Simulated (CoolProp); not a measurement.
Saturation properties of R11 (Tc = 471.1 K, pc = 4.408 MPa, ω = 0.189).

The numbers come from the reference Helmholtz-energy equation of state, Jacobsen 1992 in CoolProp.

| T (K) | p (MPa) | liquid cp (kJ/(kg K)) | vapour Z | vapour viscosity (µPa s) | liquid conductivity (mW/(m K)) |
|---|---|---|---|---|---|
| 321.6 | 0.2256 | 0.9063 | 0.9366 | 10.9 | 80.2 |
| 332.9 | 0.3112 | 0.9208 | 0.9207 | 11.2 | 77.1 |
| 344.2 | 0.4193 | 0.9370 | 0.9024 | 11.6 | 74.0 |
| 355.4 | 0.5521 | 0.9551 | 0.8817 | 12.0 | 71.0 |
| 366.7 | 0.7158 | 0.9760 | 0.8581 | 12.3 | 67.9 |
| 378 | 0.9128 | 1.000 | 0.8315 | 12.8 | 64.9 |
| 389.2 | 1.145 | 1.029 | 0.8021 | 13.2 | 61.9 |
| 400.5 | 1.421 | 1.065 | 0.7689 | 13.7 | 58.8 |
| 411.8 | 1.742 | 1.112 | 0.7316 | 14.4 | 55.7 |
| 423 | 2.110 | 1.177 | 0.6898 | 15.2 | 52.5 |
| 434.3 | 2.536 | 1.278 | 0.6412 | 16.3 | 49.2 |
| 445.6 | 3.025 | 1.464 | 0.5835 | 17.9 | 45.9 |

It boils at 296.9 K under 1 atm.

Viscosity comes from a separate model (Klein 1997), an estimate that may be off by 10 % or more. Thermal conductivity comes from a separate model (McLinden 2000), an estimate that may be off by 10 % or more.
